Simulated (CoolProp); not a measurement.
Properties of CHF3 (R23) along the isotherm 475 K (Tc = 299.3 K, pc = 4832 kPa, ω = 0.263).

The numbers come from the reference Helmholtz-energy equation of state, Penoncello 2003 in CoolProp.

| p (kPa) | phase | density (kg/m³) | cv (kJ/(kg K)) | Prandtl number |
|---|---|---|---|---|
| 7.64 | gas | 0.1355 | 0.8433 | 0.949 |
| 11.5 | gas | 0.2039 | 0.8433 | 0.949 |
| 17.4 | gas | 0.3085 | 0.8433 | 0.949 |
| 26.2 | gas | 0.4646 | 0.8434 | 0.948 |
| 39.6 | gas | 0.7024 | 0.8434 | 0.948 |
| 59.7 | gas | 1.059 | 0.8435 | 0.947 |
| 90.1 | gas | 1.599 | 0.8436 | 0.946 |
| 136 | gas | 2.415 | 0.8438 | 0.944 |
| 205 | gas | 3.644 | 0.8441 | 0.942 |
| 309 | gas | 5.499 | 0.8445 | 0.939 |
| 466 | gas | 8.310 | 0.8451 | 0.934 |
| 704 | gas | 12.59 | 0.8461 | 0.928 |
| 1060 | gas | 19.04 | 0.8475 | 0.920 |
| 1600 | gas | 28.94 | 0.8497 | 0.909 |
| 2420 | gas | 44.22 | 0.8530 | 0.896 |

Viscosity comes from a separate model (Shan 2000). Thermal conductivity comes from a separate model (Shan 2000).
